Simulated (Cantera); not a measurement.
What does this Cantera script print?

```python
import numpy as np
import cantera as ct

gas_names = """
    C CH CH2 CH3 CH2OH CH3O CH4 CH3OH CN CO CO2 COOH C2 C2H CHCO,ketyl C2H2,acetylene C2H2,vinylidene
    CH2CO,ketene C2H3,vinyl CH3CN CH3CO,acetyl C2H4 C2H4O,ethylen CH3CHO,ethanal CH3COOH (HCOOH)2 C2H5
    C2H6 CH3OCH3 C2H5OH CCN CNC C2N2 C2O C3 C3H3,propargyl C3H4,allene C3H4,propyne C3H4,cyclo-
    C3H5,allyl C3H6,propylene C3H6,cyclo- C3H6O C3H7,n-propyl C3H7,i-propyl C3H8 C3H8O,1propanol
    C3H8O,2propanol C3O2 C4 C4H2 C4H4,1,3-cyclo- C4H6,butadiene C4H6,2-butyne C4H6,cyclo- C4H8,1-butene
    C4H8,cis2-buten C4H8,tr2-butene C4H8,isobutene C4H8,cyclo- (CH3COOH)2 C4H9,n-butyl C4H9,i-butyl
    C4H9,s-butyl C4H9,t-butyl C4H10,isobutane C4H10,n-butane C4N2 C5 C5H6,1,3cyclo- C5H8,cyclo-
    C5H10,1-pentene C5H10,cyclo- C5H11,pentyl C5H11,t-pentyl C5H12,n-pentane C5H12,i-pentane
    CH3C(CH3)2CH3 C6H2 C6H5,phenyl C6H5O,phenoxy C6H6 C6H5OH,phenol C6H10,cyclo- C6H12,1-hexene
    C6H12,cyclo- C6H13,n-hexyl C7H7,benzyl C7H8 C7H8O,cresol C7H14,1-heptene C7H15,n-heptyl
    C7H16,n-heptane C8H8,styrene C8H10,ethylbenz C8H16,1-octene C8H17,n-octyl C8H18,isooctane
    C8H18,n-octane C9H19,n-nonyl C10H8,naphthale C10H21,n-decyl C12H9,o-bipheny C12H10,bipheny H HCN HCO
    HCCN HNC HNCO HNO HNO2 HNO3 HO2 H2 HCHO,formaldehy HCOOH H2O H2O2 N NCO NH NH2 NH3 NH2OH NO NO2 NO3
    N2 N2H2 N2H4 N2O O OH O2 O3
""".split()
cond_names = """
    C(gr) C6H6(L) C7H8(L) C8H18(L),n-octa H2O(s) H2O(L)
""".split()


def load(file, names, dense=False):
    # The tables refer to 1 bar. Condensed volumes are neglected.
    table = {s.name: s for s in ct.Species.list_from_file(file)}
    out = []
    for n in names:
        d = dict(table[n].input_data)
        d["thermo"] = dict(d["thermo"], **{"reference-pressure": 1e5})
        if dense:
            d["equation-of-state"] = {"model": "constant-volume", "density": "1e6 g/cm^3"}
        out.append(ct.Species.from_dict(d))
    return out


gas = ct.Solution(thermo="ideal-gas", species=load("nasa_gas.yaml", gas_names))
cond = {s.name: ct.Solution(thermo="fixed-stoichiometry", species=[s], name=s.name)
        for s in load("nasa_condensed.yaml", cond_names, dense=True)}
atoms = {
    'C2H5OH': {'C': 2, 'H': 6, 'O': 1},
    'O2': {'O': 2},
    'N2': {'N': 2},
}
top_T = {'C(gr)': 4500}  # K; cautious upper limits of use, not melting points


def equilibrate(T, P, feed):
    n = {}
    for name, mol in feed.items():
        for a, k in atoms[name].items():
            n[a] = n.get(a, 0.0) + k * mol
    gas.TPX = T, P, n
    mass = sum(n.values()) * gas.mean_molecular_weight
    gas.equilibrate("TP")
    valid = [c for c in cond.values() if c.min_temp <= T <= top_T.get(c.name, c.max_temp)]
    mix = ct.Mixture([(gas, mass / gas.mean_molecular_weight)] + [(c, 0.0) for c in valid])
    mix.T, mix.P = T, P
    mix.equilibrate("TP", solver="vcs", rtol=1e-11, max_steps=5000)
    return mix


results = []
feed = {'C2H5OH': 1, 'O2': 0.044, 'N2': 2.8}  # mol
P = 1400000  # Pa
for T in [1075, 1225, 1375, 1525, 1675, 1825, 1975, 2125]:
    mix = equilibrate(T, P, feed)
    results.append((T, P, feed, dict(zip(mix.species_names, mix.species_moles))))
    x = sorted(zip(gas.X, gas.species_names), reverse=True)
    print(f"T = {T:g} K  P = {P:g} Pa  gas = {mix.phase_moles(0):.4g} mol")
    print("   x: " + "  ".join(f"{s} {v:.3e}" for v, s in x if v > 1e-06))
    print("   condensed (mol): " + ("  ".join(f"{mix.phase(i).name} {mix.phase_moles(i):.4g}"
          for i in range(1, mix.n_phases) if mix.phase_moles(i) > 1e-12) or "none"))
```

It prints:

```
T = 1075 K  P = 1.4e+06 Pa  gas = 6.085 mol
   x: N2 4.598e-01  H2 3.148e-01  CO 9.347e-02  CH4 6.258e-02  H2O 5.207e-02  CO2 1.663e-02  NH3 6.137e-04  HCN 6.031e-06  C2H6 4.060e-06  C2H4 1.127e-06
   condensed (mol): C(gr) 0.9491
T = 1225 K  P = 1.4e+06 Pa  gas = 6.581 mol
   x: N2 4.253e-01  H2 3.855e-01  CO 1.426e-01  CH4 2.732e-02  H2O 1.513e-02  CO2 3.811e-03  NH3 3.725e-04  HCN 3.958e-05  C2H4 2.805e-06  C2H6 1.736e-06
   condensed (mol): C(gr) 0.8565
T = 1375 K  P = 1.4e+06 Pa  gas = 6.772 mol
   x: H2 4.145e-01  N2 4.133e-01  CO 1.550e-01  CH4 1.197e-02  H2O 4.139e-03  CO2 7.487e-04  NH3 2.243e-04  HCN 1.671e-04  C2H4 4.773e-06  HNC 1.811e-06  CH3CN 1.414e-06
   condensed (mol): C(gr) 0.8628
T = 1525 K  P = 1.4e+06 Pa  gas = 6.837 mol
   x: H2 4.254e-01  N2 4.092e-01  CO 1.574e-01  CH4 5.779e-03  H2O 1.348e-03  HCN 5.246e-04  CO2 1.853e-04  NH3 1.429e-04  HNC 9.590e-06  C2H4 6.820e-06  C2H2,acetylene 5.143e-06  H 4.124e-06  CH3CN 2.298e-06  CH3 1.137e-06
   condensed (mol): C(gr) 0.8791
T = 1675 K  P = 1.4e+06 Pa  gas = 6.862 mol
   x: H2 4.295e-01  N2 4.073e-01  CO 1.579e-01  CH4 3.112e-03  HCN 1.333e-03  H2O 5.280e-04  NH3 9.716e-05  CO2 5.854e-05  HNC 3.741e-05  C2H2,acetylene 2.495e-05  H 2.034e-05  C2H4 8.908e-06  CH3CN 3.366e-06  CH3 2.998e-06
   condensed (mol): C(gr) 0.8847
T = 1825 K  P = 1.4e+06 Pa  gas = 6.873 mol
   x: H2 4.308e-01  N2 4.058e-01  CO 1.580e-01  HCN 2.895e-03  CH4 1.842e-03  H2O 2.404e-04  HNC 1.161e-04  C2H2,acetylene 9.252e-05  H 7.725e-05  NH3 6.991e-05  CO2 2.251e-05  C2H4 1.100e-05  CH3 6.667e-06  CH3CN 4.595e-06
   condensed (mol): C(gr) 0.8789
T = 1975 K  P = 1.4e+06 Pa  gas = 6.879 mol
   x: H2 4.301e-01  N2 4.041e-01  CO 1.580e-01  HCN 5.564e-03  CH4 1.176e-03  HNC 3.020e-04  C2H2,acetylene 2.793e-04  H 2.398e-04  H2O 1.234e-04  NH3 5.262e-05  C2H4 1.305e-05  CH3 1.302e-05  CO2 1.009e-05  CH3CN 5.948e-06
   condensed (mol): C(gr) 0.8603
T = 2125 K  P = 1.4e+06 Pa  gas = 6.884 mol
   x: H2 4.278e-01  N2 4.015e-01  CO 1.580e-01  HCN 9.707e-03  CH4 7.968e-04  C2H2,acetylene 7.168e-04  HNC 6.827e-04  H 6.348e-04  H2O 6.951e-05  NH3 4.099e-05  CH3 2.295e-05  C2H4 1.499e-05  CH3CN 7.371e-06  CO2 5.105e-06  C2N2 2.206e-06
   condensed (mol): C(gr) 0.8251
```

These are equilibrium values from Cantera (NASA tables, ideal gas, pure condensed phases), not measurements of a reactor.
